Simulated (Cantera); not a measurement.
A freely propagating, adiabatic, planar premixed flame of CH4 : O2 : N2 = 1 : 2.06 : 7.75 (molar parts), equivalence ratio 0.97, unburnt at 525 K and 0.270 bar; mixture-averaged transport, grid criteria slope 0.08 and curve 0.16, no radiation.

Cantera simulation using GRI-Mech 3.0 (53 species, 325 reactions); the numbers are that mechanism's predictions, not measurements. Burning velocities carry a grid error of a few per cent, more on coarse grids.

x: mole fraction of selected species; z is measured from the peak of heat release.

```tsv
z (mm)	T (K)	u (m/s)	x CH4	x O2	x CH3	x H2O	x HCO	x HO2
-3.25	525	1.33	0.0925	0.190	1.68e-8	6.14e-6	<1e-8	5.60e-8
-2.17	526	1.33	0.0923	0.190	3.44e-7	0.000109	<1e-8	1.35e-6
-1.63	529	1.34	0.0918	0.190	…	…	<1e-8	…
-1.08	564	1.44	0.0893	0.187	1.99e-5	0.00479	<1e-8	4.92e-5
-0.542	895	2.32	0.0680	0.161	0.000454	0.0397	7.39e-7	6.91e-5
-0.271	1293	3.40	0.0390	0.123	0.00240	0.0813	2.00e-5	0.000134
0	1680	4.46	0.0104	0.0749	0.00246	0.124	8.45e-5	0.000115
0.271	1843	4.90	0.00102	0.0452	0.000377	0.146	3.37e-5	1.81e-5
0.542	1879	4.98	5.18e-5	0.0340	2.06e-5	0.151	2.62e-6	3.67e-6
1.08	1908	5.04	1.13e-7	0.0282	4.82e-8	0.151	3.52e-8	2.52e-6
2.17	1944	5.11	<1e-8	0.0258	<1e-8	0.151	…	…
4.33	1994	5.22	<1e-8	0.0241	<1e-8	0.154	1.65e-8	1.88e-6
8.67	2059	5.37	<1e-8	0.0220	<1e-8	0.158	1.09e-8	1.52e-6
```

Question: What belongs in the gaps?

Answer: 
- -1.63, x CH3: 1.95e-6
- -1.63, x H2O: 0.000560
- -1.63, x HO2: 7.82e-6
- 2.17, x HCO: 2.20e-8
- 2.17, x HO2: 2.20e-6
